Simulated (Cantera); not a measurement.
An isothermal, constant-pressure homogeneous reactor starts with 15.3 % C₃H₈, 79.8 % H₂, 4.91 % N₂, at 1098 K and 1.01 bar.

Cantera simulation using GRI-Mech 3.0 (53 species, 325 reactions); the numbers are that mechanism's predictions, not measurements. GRI-Mech 3.0 was tuned for natural gas; its chemistry of propane as a main component is partial and can be far from experiment. GRI-Mech 3.0 stops at C3 and has no aromatics, soot or wall deposition, so with more carbon than oxygen in the feed, carbon stays in small species such as C2H2 where larger ones or solid carbon would form.

Q: Predict: x(C₃H₈) at 2.00 s; x(H₂) at 2.00 s; x(CH₄) at 2.00 s; x(C₂H₄) at 2.00 s; x(C₂H₆) at 2.00 s.

A: 
```json
{
  "x(C₃H₈) at 2.00 s": "7.10e-5 (gas-phase equilibrium 1.99e-7)",
  "x(H₂) at 2.00 s": "0.664 (gas-phase equilibrium 0.492)",
  "x(CH₄) at 2.00 s": "0.166 (gas-phase equilibrium 0.458)",
  "x(C₂H₄) at 2.00 s": "0.0894 (gas-phase equilibrium 0.000575)",
  "x(C₂H₆) at 2.00 s": "0.0340 (gas-phase equilibrium 0.000165)"
}
```
